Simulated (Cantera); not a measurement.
**Transport properties of process gases**

Gas mixture: N₂O : H₂O : CO₂ = 0.9 : 0.75 : 0.068 (molar parts), at 0.000247 atm, frozen composition.

Cantera's kinetic-theory transport with the Lennard-Jones parameters of GRI-Mech 3.0, ideal gas; thermal conductivity in the multicomponent form. Polar gases are described roughly by these parameters. The composition is frozen, though it would react at the higher temperatures.

```json
[
 {"T (K)": "400", "ρ (kg/m³)": "0.000246", "cp (J/kg/K)": "1193", "μ (µPa s)": "17.8", "λ (mW/m/K)": "31.1", "Pr": "0.683", "D (cm²/s) H₂O": "1180", "D (cm²/s) O": "2010", "D (cm²/s) H₂": "4930"},
 {"T (K)": "600", "ρ (kg/m³)": "0.000164", "cp (J/kg/K)": "1320", "μ (µPa s)": "25.8", "λ (mW/m/K)": "50.0", "Pr": "0.681", "D (cm²/s) H₂O": "2590", "D (cm²/s) O": "4120", "D (cm²/s) H₂": "9940"},
 {"T (K)": "800", "ρ (kg/m³)": "0.000123", "cp (J/kg/K)": "1421", "μ (µPa s)": "32.9", "λ (mW/m/K)": "68.9", "Pr": "0.680", "D (cm²/s) H₂O": "4420", "D (cm²/s) O": "6760", "D (cm²/s) H₂": "16200"},
 {"T (K)": "1000", "ρ (kg/m³)": "9.82e-5", "cp (J/kg/K)": "1503", "μ (µPa s)": "39.5", "λ (mW/m/K)": "87.5", "Pr": "0.678", "D (cm²/s) H₂O": "6610", "D (cm²/s) O": "9880", "D (cm²/s) H₂": "23600"},
 {"T (K)": "1200", "ρ (kg/m³)": "8.18e-5", "cp (J/kg/K)": "1568", "μ (µPa s)": "45.5", "λ (mW/m/K)": "106", "Pr": "0.676", "D (cm²/s) H₂O": "9130", "D (cm²/s) O": "13400", "D (cm²/s) H₂": "32000"},
 {"T (K)": "1400", "ρ (kg/m³)": "7.02e-5", "cp (J/kg/K)": "1624", "μ (µPa s)": "51.2", "λ (mW/m/K)": "123", "Pr": "0.674", "D (cm²/s) H₂O": "12000", "D (cm²/s) O": "17400", "D (cm²/s) H₂": "41300"},
 {"T (K)": "1600", "ρ (kg/m³)": "6.14e-5", "cp (J/kg/K)": "1672", "μ (µPa s)": "56.6", "λ (mW/m/K)": "141", "Pr": "0.673", "D (cm²/s) H₂O": "15100", "D (cm²/s) O": "21700", "D (cm²/s) H₂": "51600"},
 {"T (K)": "1800", "ρ (kg/m³)": "5.46e-5", "cp (J/kg/K)": "1713", "μ (µPa s)": "61.6", "λ (mW/m/K)": "157", "Pr": "0.671", "D (cm²/s) H₂O": "18400", "D (cm²/s) O": "26400", "D (cm²/s) H₂": "62800"}
]
```
D: mixture-averaged diffusion coefficient of that species in the mixture.
